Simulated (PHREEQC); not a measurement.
# Buffer: speciation

Solution (20 °C): 43 mmol/kgw NaH2PO4 and 25 mmol/kgw Na2CO3. Closed to the air; pH follows from the charge balance.

Equilibrium calculation in PHREEQC: ion-association model, wateq4f.dat.

- pH = 7.12
- ionic strength = 0.117 mol/kgw
- total alkalinity = 50.0 meq/kg

```
species  molality  activity   log γ
-------  --------  --------  ------
Na+        0.0907    0.0703  -0.111
HPO4-2     0.0262   0.00946  -0.443
HCO3-      0.0214    0.0167  -0.108
H2PO4-     0.0151    0.0118  -0.108
CO2       0.00295   0.00303   0.012
NaHPO4-   0.00166   0.00130  -0.108
NaHCO3   0.000642  0.000659   0.012
```

No solid was allowed to form. Complexes and solids missing from the database can't appear. H3PO4, which wateq4f.dat lacks, is added to it with the constant of phreeqc.dat.
